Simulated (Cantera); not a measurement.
Cantera run, input and output.

```python
import numpy as np
import cantera as ct

gas = ct.Solution("gri30.yaml")
gas.TPX = 700, 100000, {'CH4': 1, 'H2': 0.031, 'O2': 1.83, 'N2': 6.89, 'H2O': 0.36}
flame = ct.FreeFlame(gas, width=0.04)
flame.set_refine_criteria(ratio=3, slope=0.08, curve=0.16)
flame.transport_model = "mixture-averaged"
flame.solve(loglevel=0, auto=True)
z, T = flame.grid, flame.T
thick = (T[-1] - T[0]) / np.gradient(T, z).max()
show = ['CH4', 'H2', 'O2', 'OH', 'HO2', 'CO2']
print(f"laminar burning velocity  {flame.velocity[0] * 100:.3f} cm/s")
print(f"burnt temperature         {T[-1]:.1f} K")
print(f"thermal thickness         {thick * 1e3:.4f} mm")
print(f"grid points               {len(z)}")
z0 = z[flame.heat_release_rate.argmax()]
print(f"{'z/mm':>9s}{'T/K':>9s}{'u/(m/s)':>9s}" + "".join(f"{s:>11s}" for s in show))
rows = []
for k in (-3, -2, -1.5, -1, -0.5, -0.25, 0, 0.25, 0.5, 1, 2, 4, 8):
    zz = z0 + k * thick
    rows.append([k * thick, np.interp(zz, z, T), np.interp(zz, z, flame.velocity),
                 *(np.interp(zz, z, flame.X[gas.species_index(s)]) for s in show)])
    print(f"{rows[-1][0] * 1e3:9.3f}{rows[-1][1]:9.1f}{rows[-1][2]:9.3f}" + "".join(f"{x:11.3e}" for x in rows[-1][3:]))
```

It prints:

```
laminar burning velocity  163.792 cm/s
burnt temperature         2382.6 K
thermal thickness         0.3254 mm
grid points               152
     z/mm      T/K  u/(m/s)        CH4         H2         O2         OH        HO2        CO2
   -0.976    700.1    1.640  9.876e-02  4.240e-03  1.808e-01  1.085e-11  1.425e-07  1.036e-07
   -0.651    701.5    1.647  9.842e-02  6.395e-03  1.803e-01  1.124e-09  1.662e-06  1.721e-06
   -0.488    708.1    1.667  9.759e-02  9.266e-03  1.794e-01  3.657e-08  9.609e-06  1.441e-05
   -0.325    755.2    1.789  9.360e-02  1.496e-02  1.753e-01  1.537e-06  5.513e-05  1.779e-04
   -0.163   1093.2    2.632  6.880e-02  2.531e-02  1.467e-01  5.310e-05  1.282e-04  2.950e-03
   -0.081   1477.8    3.603  3.876e-02  3.097e-02  1.072e-01  4.403e-04  1.724e-04  8.797e-03
    0.000   1848.6    4.553  1.014e-02  3.233e-02  5.946e-02  2.627e-03  9.885e-05  1.942e-02
    0.081   2016.4    4.974  9.480e-04  2.755e-02  2.982e-02  6.994e-03  1.760e-05  3.206e-02
    0.163   2060.8    5.068  4.542e-05  2.411e-02  1.868e-02  9.633e-03  5.898e-06  4.244e-02
    0.325   2100.7    5.139  1.014e-07  2.327e-02  1.324e-02  1.054e-02  4.037e-06  5.299e-02
    0.651   2150.9    5.238  2.795e-11  2.279e-02  1.089e-02  1.023e-02  3.149e-06  5.815e-02
    1.302   2213.0    5.367  1.885e-15  2.112e-02  8.754e-03  9.369e-03  2.315e-06  6.052e-02
    2.603   2278.1    5.501  1.332e-15  1.895e-02  6.436e-03  8.053e-03  1.569e-06  6.297e-02
```

Computed with Cantera and GRI-Mech 3.0 (53 species, 325 reactions). Burning velocities carry a grid error of a few per cent, more on coarse grids.
